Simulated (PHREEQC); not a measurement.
A PHREEQC input (ion-association model, wateq4f.dat):

```
SOLUTION 1
  temp 56
  units mg/kgw
  pH 8.09
  pe 8.9
  Na 72.6
  K 0.206
  Ca 23.1
  Mg 81.2
  Cl 48.3
  S(6) 249 as SO4
  Alkalinity 265 as HCO3 charge
  Ni 11.4
  Cu(2) 4.13
  O(0) 6.92
END
USE solution 1
EQUILIBRIUM_PHASES 1
  CO2(g) -2.5 10
END
```

It stops with these messages:

```
ERROR: Alkalinity cannot be used with charge balance or solution phase boundary constraints.
ERROR: Program terminating due to input errors.
```

The fault: charge balance asked on alkalinity. The line should read `as HCO3` where the input has `as HCO3 charge`. With the mend the run ends at pH 8.03 and ionic strength 0.0134 mol/kgw.
